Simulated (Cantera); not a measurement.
Input: 1 mol Si, 8.8 mol H2, at 11.0 bar.

Method: chemical equilibrium by Gibbs-energy minimisation in Cantera with the NASA 1993 tables (ideal gas, pure condensed phases). Candidate condensed phases: Si; 9 gas species. Gases not in the tables: Si2H6 and higher silanes. Rates play no part. All values below are at 1773 K.

Base state: H2 1.000, H 8.58e-5, SiH2 2.47e-5, SiH4 1.27e-5 (mole fractions); condensed: Si(l).

Task: What changes in the equilibrium state with this change: 0.3 mol H2O added?

Result: 
| species | before | after |
|---|---|---|
| H2 | 1.000 | 0.997 |
| SiO | 0 | 0.00280 |
| H | 8.58e-5 | 8.56e-5 |
| H2O | 0 | 4.15e-5 |
| SiH4 | 1.27e-5 | 1.27e-5 |
| SiH2 | 2.47e-5 | 2.46e-5 |
| Si(l), mol | 1.000 | 0.837 |
| SiO2(condensed), mol | 0 | 0.137 |
Each liquid is taken as pure. Mutual solubility and eutectic melting of coexisting phases are not modelled. The tables hold silica as quartz up to 1696 K and as liquid above; real silica turns to tridymite and cristobalite and melts near 1996 K. Further candidate phases: H2O, SiO2.
